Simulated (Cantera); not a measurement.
Charge: 1 mol Ta(OEt)₅, 0.055 mol O₂, equilibrated at 2127 °C and 1000 Pa.

Method: chemical equilibrium by Gibbs-energy minimisation in Cantera with the NASA 1993 tables (ideal gas, pure condensed phases). Candidate condensed phases: C, C₆H₆, C₇H₈, C₈H₁₈, H₂O, Ta, TaC, Ta₂O₅; 113 gas species. The feed counts by its element totals alone. TaC: taken at fixed stoichiometry. Condensed phases not in the tables: Ta₂C. Rates play no part.

Base state: H₂ 0.600, CO 0.272, H 0.123, C₂H₂ (acetylene) 0.00418, C₂H 4.94e-5, C₄H₂ 1.20e-5 (mole fractions); condensed: C(graphite) + TaC(s).

**Question.** What changes in the equilibrium state with this change: O₂ from 0.055 to 2.1 mol?

**Answer.** 
| species | before | after |
|---|---|---|
| H₂ | 0.600 | 0.488 |
| CO | 0.272 | 0.400 |
| H | 0.123 | 0.111 |
| TaO | <1e-9 | 0.000116 |
| C₂H₂ (acetylene) | 0.00418 | 2.65e-9 |
| C₂H | 4.94e-5 | <1e-9 |
| C(graphite), mol | 3.73 | 0 |
| TaC(s), mol | 1.00 | 0.805 |
| Ta(s), mol | 0 | 0.192 |
Mutual solubility and eutectic melting of coexisting phases are not modelled. Condensed phases not in the tables: Ta₂C, N, O or C dissolved in the metal.
